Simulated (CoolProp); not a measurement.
A Linde-Hampson liquefier for ethane: isothermal reversible compression at 320 K from 1 atm to 10 MPa, throttling to 1 atm, return gas leaving the recuperator 10 K below the feed. Each further row changes one setting.

Values from CoolProp's reference Helmholtz-energy equation of state, Bücker 2006.

```
case                        liquid yield per pass  compression work (kJ/kg of gas)
--------------------------  ---------------------  -------------------------------
as stated                                       …                              338
high pressure 20 MPa                            …                                …
warm-end temperature 350 K                      …                                …
warm-end gap 15 K                           0.410                              338
```

Complete the blanks.


- as stated, liquid yield per pass: 0.418
- high pressure 20 MPa, liquid yield per pass: 0.451
- high pressure 20 MPa, compression work (kJ/kg of gas): 366
- warm-end temperature 350 K, liquid yield per pass: 0.270
- warm-end temperature 350 K, compression work (kJ/kg of gas): 395
